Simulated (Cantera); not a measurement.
A freely propagating, adiabatic, planar premixed flame of CH4 : H2 : O2 : N2 = 1 : 0.12 : 3.03 : 13.6 (molar parts), unburnt at 398 K and 100.0 Torr; unity-Lewis-number transport, grid criteria slope 0.08 and curve 0.16, no radiation.

Detailed kinetics in Cantera: GRI-Mech 3.0 (53 species, 325 reactions). Unity Lewis numbers drop preferential diffusion, which matters most where H2 and H carry the flame. Burning velocities carry a grid error of a few per cent, more on coarse grids.

**Question.** Predict: laminar burning velocity; thermal thickness; peak x(H); peak x(H2O2); peak x(OH).

**Answer.** 
```
Quantity                     Result
------------------------  ---------
laminar burning velocity  37.6 cm/s
thermal thickness           3.60 mm
peak x(H)                   0.00659
peak x(H2O2)                2.19e-6
peak x(OH)                  0.00456
```
